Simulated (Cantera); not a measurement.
A freely propagating, adiabatic, planar premixed flame of 9.51 % CH₄, 19.0 % O₂, 71.5 % N₂, equivalence ratio 1.0, unburnt at 323 K and 608 Torr; multicomponent+Soret transport, grid criteria slope 0.08 and curve 0.16, no radiation.

Computed with Cantera and GRI-Mech 3.0 (53 species, 325 reactions). Burning velocities carry a grid error of a few per cent, more on coarse grids.

Predict: laminar burning velocity; thermal thickness; peak x(C₂H); peak x(O); peak x(C₂H₆).


| Item | Result |
|---|---|
| laminar burning velocity | 45.8 cm/s |
| thermal thickness | 0.515 mm |
| peak x(C₂H) | 1.48e-7 |
| peak x(O) | 0.00352 |
| peak x(C₂H₆) | 0.000902 |
